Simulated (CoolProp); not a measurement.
The fluid at 408.16 K and 0.891 MPa is throttled through a valve to 0.0636 MPa with no heat exchange. The same conditions are run with several fluids, on thermodynamics alone (safety and materials aside).

The numbers come from the reference Helmholtz-energy equation of state of each fluid (CH2F2 (R32): Tillner-Roth 1997; dry air: Lemmon 2000; R124: de Vries 1995; C2F6 (R116): Lemmon 2006; R227EA: Lemmon 2016) in CoolProp. Blends and air are pseudo-pure fits.

```csv
fluid,temperature change (K),final density (kg/m³)
CH2F2 (R32),(withheld),(withheld)
dry air,(withheld),0.544
R124,(withheld),(withheld)
C2F6 (R116),-3.0,2.61
R227EA,-5.8,(withheld)
```

Task: Complete the blanks.

Result: 
- CH2F2 (R32), temperature change (K): -7.9
- CH2F2 (R32), final density (kg/m³): 0.997
- dry air, temperature change (K): -0.9
- R124, temperature change (K): -7.5
- R124, final density (kg/m³): 2.62
- R227EA, final density (kg/m³): 3.25
